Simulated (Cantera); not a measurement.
Input: 1 mol Fe2O3, 0.026 mol Cl2, 0.27 mol N2, equilibrated at 1275 K and 2.00 bar.

Method: chemical equilibrium by Gibbs-energy minimisation in Cantera with the NASA 1993 tables (ideal gas, pure condensed phases). Candidate condensed phases: Fe, FeCl2, FeCl3, FeO, Fe2O3, Fe3O4; 19 gas species. The numbers say what is thermodynamically allowed, not how fast it happens.

Q: What is the equilibrium state?

A: 
* **x(N2)**: 0.903
* **x(Cl2)**: 0.0472
* **x(FeCl3)**: 0.0228
* **x(O2)**: 0.0206
* **x(FeCl2)**: 0.00462
* **x(Cl)**: 0.00152
* **x(NO)**: 0.000112
* **x(Fe2Cl6)**: 6.31e-5
* **x(Fe2Cl4)**: 1.22e-5
* **n(Fe2O3(s))**: 0.996 mol
* **gas amount**: 0.2990 mol
* **log10 activity of FeCl2(l) (absent)**: -1.88
* **log10 activity of Fe(γ) (absent)**: -9.07
